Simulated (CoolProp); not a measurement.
Vapour-liquid equilibrium of dimethyl ether (1) + n-hexane (2) at 0.0256 MPa; x and y are mole fractions of (1).

Model: multi-fluid Helmholtz-energy mixture model, Wu 2011 and Thol 2019; pair parameters Bell 2016, in CoolProp.

```csv
x,"bubble temperature, mixture model (K)","bubble temperature, Raoult's law (K)","y, mixture model","y, Raoult's law"
0.05,273.4,280.6,0.769,0.671
0.15,248.8,258.7,0.952,0.912
0.25,238.7,247.7,0.979,0.962
0.35,233.3,240.7,0.987,0.980
0.45,230.0,235.6,0.991,0.988
0.55,227.8,231.7,0.993,0.993
0.65,226.1,228.6,0.995,0.996
0.75,224.6,225.9,0.996,0.998
0.85,223.2,223.7,0.998,0.999
0.95,221.6,221.7,0.999,1.000
```

The largest gap from Raoult's law is -9.9 K in bubble temperature, at x = 0.15. No azeotrope shows between x = 0.05 and 0.95.

The pair parameters rest on a limited set of measurements; away from them the model extrapolates.
